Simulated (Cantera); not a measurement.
Charge: 1 mol Si₂Cl₆, 0.038 mol Cl₂, 220 mol H₂, held at 775 °C and 13.3 mbar.

Method: chemical equilibrium by Gibbs-energy minimisation in Cantera with the NASA 1993 tables (ideal gas, pure condensed phases). The feed counts by its element totals alone. The tables' values for SiCl₃ are old estimates; treat these amounts as uncertain. The numbers say what is thermodynamically allowed, not how fast it happens.

| species | before | after |
|---|---|---|
| H₂ | 0.979 | 0.981 |
| HCl | 0.0177 | 0.0155 |
| SiCl₄ | 0.00135 | 0.00171 |
| SiH₂Cl₂ | 4.91e-5 | 8.17e-5 |
| SiHCl₃ | 0.000762 | 0.00111 |
| SiCl₂ | 0.000597 | 0.000455 |
| SiCl₃ | 0.000209 | 0.000206 |
| Si(s), mol | 1.34 | 1.21 |
Gas species are given as mole fractions.

**Question.** What was changed between the two runs?
(A) pressure from 13.3 mbar to 1.33 mbar
(B) pressure from 13.3 mbar to 29.0 mbar
(C) temperature from 775 °C to 877 °C
(D) Si₂Cl₆ replaced by Si₃H₈

**Answer.** B, pressure from 13.3 mbar to 29.0 mbar
